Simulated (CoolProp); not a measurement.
Water along the isotherm 653.5 K: Z from the reference equation and from simpler models built on Tc = 647.1 K, pc = 22.06 MPa, ω = 0.344; each cubic takes its own stable root.

The numbers come from the reference Helmholtz-energy equation of state, Wagner 2002 in CoolProp.

| p (MPa) | phase | reference |
|---|---|---|
| 0.174 | gas | 0.9975 |
| 0.282 | gas | 0.9959 |
| 0.455 | gas | 0.9934 |
| 0.736 | gas | 0.9892 |
| 1.19 | gas | 0.9825 |
| 1.92 | gas | 0.9714 |
| 3.1 | gas | 0.9529 |
| 5.01 | gas | 0.9214 |
| 8.1 | gas | 0.8658 |
| 13.1 | gas | 0.7596 |
| 21.1 | gas | 0.5006 |
| 34.1 | supercritical | 0.2007 |
| 55.2 | supercritical | 0.2847 |

Problem. How far does each simpler model (van der Waals, Redlich-Kwong, Soave-Redlich-Kwong, Peng-Robinson) lie from the reference over these 13 states: mean and median of the absolute difference, and the worst?

Solution. 
- van der Waals: mean 13.8 %, median 0.5 %, worst +79.6 % at 653.5 K and 55.2 MPa
- Redlich-Kwong: mean 8.0 %, median 0.1 %, worst +49.9 % at 653.5 K and 34.1 MPa
- Soave-Redlich-Kwong: mean 8.3 %, median 0.1 %, worst +51.6 % at 653.5 K and 34.1 MPa
- Peng-Robinson: mean 5.9 %, median 0.6 %, worst +37.1 % at 653.5 K and 34.1 MPa
